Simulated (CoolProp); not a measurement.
The fluid at 400.45 K and 5.71 MPa flows at 1.8 m/s in a round tube of 1 mm bore and 0.25 µm roughness, fully developed (64/Re and Nu = 3.66 if laminar; Colebrook and Gnielinski if turbulent). The same conditions are run with several fluids, on thermodynamics alone (safety and materials aside).

Values from CoolProp's reference Helmholtz-energy equation of state of each fluid (sulfur hexafluoride: Guder 2009; propane: Lemmon 2009; R227EA: Lemmon 2016; R134a: Tillner-Roth 1994; R404A: Lemmon 2003). Blends and air are pseudo-pure fits.

Question: Rank sulfur hexafluoride, propane, R227EA, R134a, R404A by Reynolds number, highest first.

Answer: R227EA (26300), R134a (25400), sulfur hexafluoride (22900), R404A (19400), propane (15400)

| fluid | Darcy friction factor | pressure drop (Pa/m) | heat-transfer coefficient (W/(m² K)) | mass flow (kg/h) |
|---|---|---|---|---|
| sulfur hexafluoride | 0.0256 | 13700 | 1840 | 1.68 |
| propane | 0.0281 | 6790 | 3170 | 0.759 |
| R227EA | 0.0248 | 32700 | 4990 | 4.14 |
| R134a | 0.0250 | 16000 | 4280 | 2.01 |
| R404A | 0.0266 | 11500 | 2150 | 1.35 |

Transport values come from each fluid's own correlations; those of R227EA, R134a are estimates that may be off by 10 % or more.
